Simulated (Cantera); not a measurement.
An isothermal, constant-pressure homogeneous reactor starts with NH3 : N2 = 1 : 21 (molar parts), at 1573 K and 0.572 atm.

Model: the gas-phase N/H chemistry of the illustrative SiF4/NH3 mechanism in the Surface Chemkin manual (1991), integrated in Cantera. Walls and surfaces, which speed up NH3 decomposition in real reactors, are not modelled.

One state of this run: x NH3 = 0.0440; x H = 4.66e-7; x N2H2 = 4.00e-8; x NH = 1.64e-7; x N2 = 0.954. x: mole fraction; the columns are a selection and need not sum to one.

Question: Which value of t (s) does it belong to?
A) 2.00
B) 0.341
C) 0.000700
D) 0.00993

Answer: B, 0.341
